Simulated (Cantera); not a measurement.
An isothermal, constant-pressure homogeneous reactor starts with 1.28 % CH4, 98.2 % H2, 0.530 % O2, equivalence ratio 97, at 2623 K and 7.50 Torr.

Detailed kinetics in Cantera: GRI-Mech 3.0 (53 species, 325 reactions). Radical loss at walls, strong at low pressure, is not modelled.

x: mole fraction; the columns are a selection and need not sum to one.

```json
[
 {"t (s)": "3.00e-5", "x CH4": "0.0125", "x H2": "0.981", "x O2": "0.00527", "x CH2CO": "<1e-12", "x CO": "9.83e-9", "x CH2O": "…"},
 {"t (s)": "0.000225", "x CH4": "0.0114", "x H2": "0.975", "x O2": "0.00446", "x CH2CO": "4.88e-9", "x CO": "7.49e-6", "x CH2O": "…"},
 {"t (s)": "0.00169", "x CH4": "0.00527", "x H2": "0.947", "x O2": "1.18e-6", "x CH2CO": "2.48e-7", "x CO": "0.000275", "x CH2O": "…"},
 {"t (s)": "0.0127", "x CH4": "0.000353", "x H2": "0.927", "x O2": "1.57e-8", "x CH2CO": "6.45e-7", "x CO": "0.00210", "x CH2O": "…"},
 {"t (s)": "0.0949", "x CH4": "3.53e-5", "x H2": "0.880", "x O2": "1.59e-9", "x CH2CO": "4.00e-8", "x CO": "0.00860", "x CH2O": "…"},
 {"t (s)": "0.711", "x CH4": "2.71e-7", "x H2": "0.715", "x O2": "<1e-12", "x CH2CO": "1.05e-11", "x CO": "0.00898", "x CH2O": "4.05e-11"},
 {"t (s)": "5.33", "x CH4": "1.39e-7", "x H2": "0.649", "x O2": "<1e-12", "x CH2CO": "5.83e-12", "x CO": "0.00864", "x CH2O": "2.25e-11"},
 {"t (s)": "40.0", "x CH4": "1.39e-7", "x H2": "0.649", "x O2": "<1e-12", "x CH2CO": "5.83e-12", "x CO": "0.00864", "x CH2O": "2.25e-11"},
 {"t (s)": "300", "x CH4": "1.39e-7", "x H2": "0.649", "x O2": "<1e-12", "x CH2CO": "5.83e-12", "x CO": "0.00864", "x CH2O": "2.25e-11"}
]
```

Q: Some entries are withheld; supply them.

A: 
- 3.00e-5, x CH2O: 8.48e-8
- 0.000225, x CH2O: 2.40e-6
- 0.00169, x CH2O: 8.19e-7
- 0.0127, x CH2O: 1.25e-7
- 0.0949, x CH2O: 7.10e-9
